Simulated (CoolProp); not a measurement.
The numbers come from the reference Helmholtz-energy equation of state, Thol 2014 in CoolProp.

### Question
Give the vapour pressure (bar), liquid cp (kJ/(kg K)), vapour Z, surface tension (mN/m) of saturated diethyl ether at 352.8 K.

### Answer
| T (K) | p (bar) | liquid cp (kJ/(kg K)) | vapour Z | surface tension (mN/m) |
|---|---|---|---|---|
| 352.8 | 3.99 | 2.56 | 0.885 | 10.2 |

Surface tension comes from a separate correlation (Mulero 2014).
